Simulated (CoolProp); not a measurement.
Ethanol at several states: fugacity coefficient from the reference equation and from simpler models built on Tc = 241.6 °C, pc = 6.268 MPa, ω = 0.644; each cubic takes its own stable root.

Values from CoolProp's reference Helmholtz-energy equation of state, Schroeder 2014.

```json
[
 {"T (°C)": "244.95", "p (MPa)": "0.385", "phase": "gas", "reference": "0.9824", "van der Waals": "0.9821", "Redlich-Kwong": "0.9795", "Soave-Redlich-Kwong": "0.9797", "Peng-Robinson": "0.9774"},
 {"T (°C)": "-53.85", "p (MPa)": "1.25", "phase": "liquid", "reference": "1.050e-5", "van der Waals": "0.04544", "Redlich-Kwong": "0.0009530", "Soave-Redlich-Kwong": "?", "Peng-Robinson": "7.518e-6"},
 {"T (°C)": "-98.45", "p (MPa)": "0.0489", "phase": "liquid", "reference": "3.777e-7", "van der Waals": "?", "Redlich-Kwong": "0.0001815", "Soave-Redlich-Kwong": "6.991e-8", "Peng-Robinson": "1.384e-7"},
 {"T (°C)": "-41.85", "p (MPa)": "0.0133", "phase": "liquid", "reference": "?", "van der Waals": "0.9962", "Redlich-Kwong": "?", "Soave-Redlich-Kwong": "0.002025", "Peng-Robinson": "0.002744"}
]
```

### Question
What belongs in the gaps?

### Answer

- -53.85, Soave-Redlich-Kwong: 5.263e-6
- -98.45, van der Waals: 0.1490
- -41.85, reference: 0.003471
- -41.85, Redlich-Kwong: 0.2124

At some of these states van der Waals gives the other phase, because its saturation line lies elsewhere.
